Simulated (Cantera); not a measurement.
Input: 1 mol CH3SiCl3, 0.11 mol HCl, 1.4 mol H2, equilibrated at 13300 Pa.

Points: T (K) = 1373, 1523, 1673, 1823, 1973, 2123, 2273, 2423.

Cantera's Mixture.equilibrate('TP', solver="vcs", rtol=1e-11, max_steps=5000) on the NASA tables stopped like this:

```
L2 1.284e-05
   condensed (mol): C(gr) 0.316  SiC(b) 0.6832
T = 1973 K  P = 13332.2 Pa  gas = 4.504 mol
   x: HCL 5.091e-01  H2 4.000e-01  SiCL2 7.938e-02  SiCL3 5.904e-03  H 2.337e-03  CL 2.223e-03  SiCL4 5.263e-04  C2H2,acetylene 2.562e-04  SiHCL3 1.527e-04  SiCL 1.169e-04  Si 1.173e-05
   condensed (mol): C(gr) 0.3855  SiC(b) 0.6122
T = 2123 K  P = 13332.2 Pa  gas = 4.528 mol
   x: HCL 4.752e-01  H2 4.111e-01  SiCL2 9.650e-02  H 6.300e-03  CL 5.344e-03  SiCL3 3.995e-03  C2H2,acetylene 6.809e-04  SiCL 4.936e-04  SiCL4 1.593e-04  Si 1.073e-04  SiHCL3 6.762e-05  SiH 1.298e-05
   condensed (mol): C(gr) 0.4526  SiC(b) 0.541
ERROR: FAILURE its = 5001!

*******************************************************************************
CanteraError thrown by MultiPhase::equilibrate:
VCS solver failed. Return code: -1
*******************************************************************************
```

Q: What got this run through?

A: Several could match; the one computed here: The failure is numerical, not chemical. The same input converged with solver="gibbs", rtol=1e-10, max_steps=50000, and the result passed a check of the equilibrium conditions:
```
T = 1373 K  P = 13332.2 Pa  gas = 4.234 mol
   x: H2 4.662e-01  HCL 4.590e-01  SiCL4 5.717e-02  SiCL3 8.252e-03  SiCL2 5.509e-03  SiHCL3 3.673e-03  CH4 1.459e-04  SiH2CL2 3.492e-05
   condensed (mol): C(gr) 0.3154  SiC(b) 0.684
T = 1523 K  P = 13332.2 Pa  gas = 4.37 mol
   x: HCL 5.363e-01  H2 4.069e-01  SiCL4 2.399e-02  SiCL2 1.839e-02  SiCL3 1.215e-02  SiHCL3 2.043e-03  CH4 5.084e-05  CL 4.270e-05  H 4.038e-05  SiH2CL2 2.801e-05
   condensed (mol): C(gr) 0.2471  SiC(b) 0.7526
T = 1673 K  P = 13332.2 Pa  gas = 4.449 mol
   x: HCL 5.553e-01  H2 3.859e-01  SiCL2 3.847e-02  SiCL3 1.158e-02  SiCL4 7.273e-03  SiHCL3 9.068e-04  CL 2.177e-04  H 1.938e-04  CH4 2.411e-05  C2H2,acetylene 2.199e-05  SiH2CL2 1.950e-05
   condensed (mol): C(gr) 0.2589  SiC(b) 0.7408
T = 1823 K  P = 13332.2 Pa  gas = 4.484 mol
   x: HCL 5.387e-01  H2 3.890e-01  SiCL2 5.973e-02  SiCL3 8.606e-03  SiCL4 1.917e-03  CL 7.819e-04  H 7.401e-04  SiHCL3 3.671e-04  C2H2,acetylene 8.222e-05  SiCL 2.114e-05  CH4 1.439e-05  SiH2CL2 1.284e-05
   condensed (mol): C(gr) 0.316  SiC(b) 0.6832
T = 1973 K  P = 13332.2 Pa  gas = 4.504 mol
   x: HCL 5.091e-01  H2 4.000e-01  SiCL2 7.938e-02  SiCL3 5.904e-03  H 2.337e-03  CL 2.223e-03  SiCL4 5.263e-04  C2H2,acetylene 2.562e-04  SiHCL3 1.527e-04  SiCL 1.169e-04  Si 1.173e-05
   condensed (mol): C(gr) 0.3855  SiC(b) 0.6122
T = 2123 K  P = 13332.2 Pa  gas = 4.528 mol
   x: HCL 4.752e-01  H2 4.111e-01  SiCL2 9.650e-02  H 6.300e-03  CL 5.344e-03  SiCL3 3.995e-03  C2H2,acetylene 6.809e-04  SiCL 4.936e-04  SiCL4 1.593e-04  Si 1.073e-04  SiHCL3 6.762e-05  SiH 1.298e-05
   condensed (mol): C(gr) 0.4526  SiC(b) 0.541
T = 2273 K  P = 13332.2 Pa  gas = 4.571 mol
   x: HCL 4.387e-01  H2 4.180e-01  SiCL2 1.101e-01  H 1.487e-02  CL 1.127e-02  SiCL3 2.706e-03  SiCL 1.687e-03  C2H2,acetylene 1.576e-03  Si 7.300e-04  SiC2 9.170e-05  SiH 6.646e-05  Si2C 5.451e-05  SiCL4 5.301e-05  SiHCL3 3.170e-05  SiH2 2.309e-05  C2HCL 1.264e-05
   condensed (mol): C(gr) 0.5129  SiC(b) 0.4714
T = 2423 K  P = 13332.2 Pa  gas = 4.664 mol
   x: H2 4.156e-01  HCL 3.975e-01  SiCL2 1.187e-01  H 3.131e-02  CL 2.131e-02  SiCL 4.838e-03  Si 3.905e-03  C2H2,acetylene 3.216e-03  SiCL3 1.819e-03  SiC2 8.052e-04  Si2C 4.549e-04  SiH 2.740e-04  SiH2 6.343e-05  C2HCL 3.100e-05  SiCL4 1.882e-05  Si2 1.841e-05  SiHCL3 1.532e-05  C2H 1.469e-05  C4H2 1.025e-05
   condensed (mol): C(gr) 0.5726  SiC(b) 0.3871
```

The gas is ideal and each condensed phase is pure. The feed counts by its element totals alone. The tables' values for SiCl3, SiCl are old estimates; treat these amounts as uncertain. Gases not in the tables: Si2H6 and higher silanes.
